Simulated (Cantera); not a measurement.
A closed system holds: 1 mol SiC, 0.031 mol CO2, 320 mol N2, 0.31 mol N2O, equilibrated at 8.00e-5 bar.

These are equilibrium values from Cantera (NASA tables, ideal gas, pure condensed phases), not measurements of a reactor. Candidate condensed phases: C, Si, SiC, SiO2, Si2N2O, Si3N4; 34 gas species. Equilibrium is a limit: real reactors are often held back by kinetics, nucleation or transport. All values below are at 1550 K.

Base state: N2 0.999, CO 0.000661, SiO 0.000499, Si 6.48e-5 (mole fractions); condensed: SiC(s).

Task: What changes in the equilibrium state with this change: SiC replaced by Si?

Result: 
| species | before | after |
|---|---|---|
| N2 | 0.999 | 0.998 |
| SiO | 0.000499 | 0.00112 |
| Si | 6.48e-5 | 0.000415 |
| CO | 0.000661 | 3.63e-5 |
| SiC(s), mol | 0.819 | 0.0191 |
| Si(s), mol | 0 | 0.481 |
Mutual solubility and eutectic melting of coexisting phases are not modelled.
